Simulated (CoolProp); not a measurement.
Values from CoolProp's reference Helmholtz-energy equation of state, Thol 2014.

Question: For diethyl ether, give the phase and the cv (kJ/(kg K)), isothermal compressibility (1/MPa) at 221.15 °C and 21.4 MPa; 241.95 °C and 21.4 MPa.

Answer: 
- 221.15 °C and 21.4 MPa: supercritical; cv 2.19, isothermal compressibility 0.00797
- 241.95 °C and 21.4 MPa: supercritical; cv 2.24, isothermal compressibility 0.00978
